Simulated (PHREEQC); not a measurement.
Synthetic water in mmol/kgw, 75 °C, pH 6.57, pe 12.8: Na 158; K 37.9; Ca 16.4; Mg 12; Cl 211; S(6) 23.7; Alkalinity (meq/kgw) 0.214; O(0) (counted as O atoms) 0.52; Si 0.09; Br 0.507.

Cl is adjusted to close the charge balance.
Valence states are taken as typed.

The numbers come from PHREEQC with the ion-association model, phreeqc.dat.

```csv
quantity,before,after
ionic strength (mol/kgw),0.269,0.276
Ca+2 (mol/kgw),0.0139,0.0138
SO4-2 (mol/kgw),0.0125,0.0144
Mg+2 (mol/kgw),0.00773,0.00928
MgSO4 (mol/kgw),0.00426,0.00272
NaSO4- (mol/kgw),0.00297,0.00299
SI of Gypsum (CaSO4:2H2O),-0.26,-0.25
SI of Quartz (SiO2),-0.66,-0.10
```

Q: Which change was made?
A. pH from 6.57 to 5.57 at the same alkalinity
B. Br from 0.507 to 1.01 mmol/kgw
C. temperature from 75 to 30 °C at the same typed pH
D. pH from 6.57 to 6.87 at the same alkalinity

A: C, temperature from 75 to 30 °C at the same typed pH

Precipitation was switched off in this run. Away from 25 °C the constants follow the database's enthalpies or fits; those with neither stay at their 25 °C values.
